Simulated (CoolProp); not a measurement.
Vapour pressure (kPa) of methanol: the reference equation beside estimates from Tc = 240.2 °C, pc = 8216 kPa, ω = 0.565.

The numbers come from the reference Helmholtz-energy equation of state, de Reuck 1993 in CoolProp.

| T (°C) | reference | Lee-Kesler | van der Waals | Redlich-Kwong | Soave-Redlich-Kwong | Peng-Robinson |
|---|---|---|---|---|---|---|
| 31.15 | 23.21 | 19.94 | 665.0 | 147.9 | 19.95 | 21.42 |
| 36.95 | 30.77 | 27.08 | 741.8 | 180.4 | 27.09 | 28.86 |
| 42.75 | 40.32 | 36.27 | 824.4 | 218.2 | 36.27 | 38.36 |
| 48.55 | 52.27 | 47.95 | 912.9 | 261.7 | 47.93 | 50.35 |
| 54.25 | 66.79 | 62.31 | 1006 | 310.5 | 62.28 | 65.02 |
| 60.05 | 84.89 | 80.42 | 1107 | 366.8 | 80.37 | 83.43 |
| 65.85 | 106.9 | 102.7 | 1215 | 430.3 | 102.6 | 105.9 |
| 71.55 | 133.0 | 129.2 | 1327 | 500.3 | 129.1 | 132.7 |
| 77.35 | 164.7 | 161.7 | 1448 | 579.8 | 161.6 | 165.3 |

Absolute difference from the reference over all 9 rows, mean and median: Lee-Kesler 7.2 and 6.7 %, van der Waals 1554.5 and 1406.2 %, Redlich-Kwong 377.0 and 364.9 %, Soave-Redlich-Kwong 7.3 and 6.8 %, Peng-Robinson 3.1 and 2.7 %.
